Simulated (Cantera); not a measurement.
A diamond (100) surface in a fixed gas of H2 with x(CH4) = 0.014, x(H) = 0.0012, at 1123 K, 5200 Pa; coverages are run to steady state.

Detailed kinetics in Cantera: the Harris–Goodwin 1993 mechanism for the reconstructed diamond (100) surface.

θ: site fractions in the mechanism's names (c6HH fully hydrogenated, c6H* and c6*H radical sites, c6** diradical, c6HM methylated).

```tsv
x(CH3)	growth (µm/h)	θ c6HH	θ c6H*	θ c6*H	θ c6**	θ c6HM
1e-06	0.0136	0.505	0.0298	0.448	0.0179	7.78e-5
2.6e-06	___	0.505	0.0298	0.447	0.0179	___
6.7e-06	0.0908	0.504	0.0298	0.447	0.0179	0.000521
1.7e-05	0.230	0.504	0.0297	0.447	0.0178	0.00132
4.5e-05	___	0.502	0.0296	0.445	0.0177	___
0.00011	1.46	0.498	0.0294	0.441	0.0173	0.00839
0.0003	3.83	0.488	0.0287	0.431	0.0164	0.0221
0.00077	9.04	0.465	0.0272	0.409	0.0144	0.0525
0.002	19.5	0.418	0.0242	0.363	0.0107	0.115
```

Question: Complete the blanks.

Answer: 
- 2.6e-06, growth (µm/h): 0.0352
- 2.6e-06, θ c6HM: 0.000202
- 4.5e-05, growth (µm/h): 0.605
- 4.5e-05, θ c6HM: 0.00347
